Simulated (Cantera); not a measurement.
**Catalytic stagnation flow on Pt**

A jet of CH4 : O2 : N2 = 0.058 : 0.097 : 0.79 (molar parts) at 300 K and 2200 Pa hits a platinum plate 4.2 cm away at a mass flux of 0.092 kg/m²/s; the plate temperature is set and raised in steps from an oxygen-covered start.

Model: Deutschmann's 1995 Pt surface mechanism with GRI-Mech 3.0 gas chemistry, integrated in Cantera. Catalytic surfaces can have several steady states; this one follows from the mechanism file's or the stated starting coverage.

| plate T (K) | wall x CH4 | wall x O2 | wall x H2O | wall x OH | wall x CO | wall x CO2 | θ free Pt | θ O* | θ CO* |
|---|---|---|---|---|---|---|---|---|---|
| 950 | 0.0425 | 0.0622 | 0.0354 | 1.53e-7 | 3.08e-5 | 0.0233 | 0.404 | 0.595 | 1.52e-5 |
| 1000 | 0.0358 | 0.0478 | 0.0479 | 4.27e-7 | 3.81e-5 | 0.0316 | 0.505 | 0.495 | 1.29e-5 |
| 1050 | 0.0295 | 0.0346 | 0.0594 | 1.01e-6 | 4.78e-5 | 0.0393 | 0.611 | 0.389 | 1.12e-5 |
| 1100 | 0.0238 | 0.0226 | 0.0698 | 2.04e-6 | 6.49e-5 | 0.0462 | 0.728 | 0.271 | 1.10e-5 |
| 1150 | 0.0147 | 0.00958 | 0.0856 | 2.56e-7 | 0.0120 | 0.0433 | 0.997 | 0.000836 | 0.00205 |
x: mole fraction at the wall; θ: surface coverage.
